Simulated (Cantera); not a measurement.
What does this Cantera script print?

```python
import numpy as np
import cantera as ct

gas_names = """
    B BH BH2 BH3 BN BO BO2 B2 B2O B2O2 B2O3 B3O3H3 H HBO HBO2 HNO HNO2 HNO3 HO2 H2 H2O H2O2 H3B3O6 N NH
    NH2 NH3 NH2OH NO NO2 NO3 N2 N2H2 N2H4 N2O O OH O2 O3
""".split()
cond_names = """
    B(b) B(L) BN(s) B2O3(L) B3O3H3(cr) H2O(s) H2O(L)
""".split()


def load(file, names, dense=False):
    # The tables refer to 1 bar. Condensed volumes are neglected.
    table = {s.name: s for s in ct.Species.list_from_file(file)}
    out = []
    for n in names:
        d = dict(table[n].input_data)
        d["thermo"] = dict(d["thermo"], **{"reference-pressure": 1e5})
        if dense:
            d["equation-of-state"] = {"model": "constant-volume", "density": "1e6 g/cm^3"}
        out.append(ct.Species.from_dict(d))
    return out


gas = ct.Solution(thermo="ideal-gas", species=load("nasa_gas.yaml", gas_names))
cond = {s.name: ct.Solution(thermo="fixed-stoichiometry", species=[s], name=s.name)
        for s in load("nasa_condensed.yaml", cond_names, dense=True)}
atoms = {
    'borazine': {'B': 3, 'N': 3, 'H': 6},
    'O2': {'O': 2},
}
top_T = {'BN(s)': 3200}  # K; cautious upper limits of use, not melting points


def equilibrate(T, P, feed):
    n = {}
    for name, mol in feed.items():
        for a, k in atoms[name].items():
            n[a] = n.get(a, 0.0) + k * mol
    gas.TPX = T, P, n
    mass = sum(n.values()) * gas.mean_molecular_weight
    gas.equilibrate("TP")
    valid = [c for c in cond.values() if c.min_temp <= T <= top_T.get(c.name, c.max_temp)]
    mix = ct.Mixture([(gas, mass / gas.mean_molecular_weight)] + [(c, 0.0) for c in valid])
    mix.T, mix.P = T, P
    mix.equilibrate("TP", solver="vcs", rtol=1e-11, max_steps=5000)
    return mix


results = []
feed = {'borazine': 1, 'O2': 0.079}  # mol
P = 2000  # Pa
for T in [750, 900, 1050, 1200, 1350, 1500, 1650, 1800, 1950, 2100, 2250, 2400]:
    mix = equilibrate(T, P, feed)
    results.append((T, P, feed, dict(zip(mix.species_names, mix.species_moles))))

top = {s: max(r[3][s] / sum(r[3][g] for g in gas_names) for r in results) for s in gas_names}
cols = sorted((s for s in top if top[s] > 0.0001), key=lambda s: -top[s])[:7]
seen = [c for c in cond_names if any(r[3].get(c, 0) > 1e-12 for r in results)]
print("log10 of partial pressures in bar; condensed amounts in mol")
print(f"{'T/K':>10s}" + "".join(f"{s[:9]:>10s}" for s in cols + seen))
for T, P, feed, n in results:
    ng = sum(n[g] for g in gas_names)
    print(f"{T:10.4g}" + "".join(f"{np.log10(max(n[s] / ng * P / 1e5, 1e-99)):10.3f}" for s in cols)
          + "".join(f"{n.get(c, 0):10.4g}" for c in seen))
```

Output:

```
log10 of partial pressures in bar; condensed amounts in mol
       T/K        H2        N2         H       HBO        BO      HBO2      B2O3      B(b)      B(L)     BN(s)   B2O3(L)
       750    -1.707    -3.468   -13.353   -14.292   -23.710   -10.092   -18.491         0         0     2.896   0.05196
       900    -1.707    -3.468   -10.786   -10.854   -17.954    -8.029   -13.795         0         0     2.896   0.05197
      1050    -1.707    -3.468    -8.944    -8.419   -13.866    -6.591   -10.487         0         0     2.896   0.05198
      1200    -1.707    -3.468    -7.558    -6.607   -10.818    -5.536    -8.036         0         0     2.896   0.05173
      1350    -1.707    -3.470    -6.476    -5.209    -8.459    -4.733    -6.153         0         0     2.896   0.04978
      1500    -1.711    -3.468    -5.610    -4.101    -6.584    -4.103    -4.664         0         0     2.895   0.03641
      1650    -1.723    -3.400    -4.903    -3.400    -5.253    -3.958    -4.009         0         0     2.876         0
      1800    -1.729    -3.326    -4.311    -3.183    -4.514    -4.560    -4.557         0         0     2.851         0
      1950    -1.734    -3.306    -3.808    -3.144    -4.035    -5.377    -5.470         0         0     2.843         0
      2100    -1.741    -3.300    -3.377    -3.179    -3.693    -6.218    -6.460         0         0     2.839         0
      2250    -1.823    -2.490    -3.041    -3.347    -3.498    -6.779    -7.211     1.069         0     1.765         0
      2400    -1.943    -2.208    -2.770    -3.612    -3.421    -7.451    -8.116         0     2.822         0         0
```

Cantera equilibrium calculation (NASA polynomials, part measured and part estimated; ideal gas, pure solids and liquids). The feed counts by its element totals alone. Mutual solubility and eutectic melting of coexisting phases are not modelled. The tables' values for BH2 are old estimates; treat these amounts as uncertain.
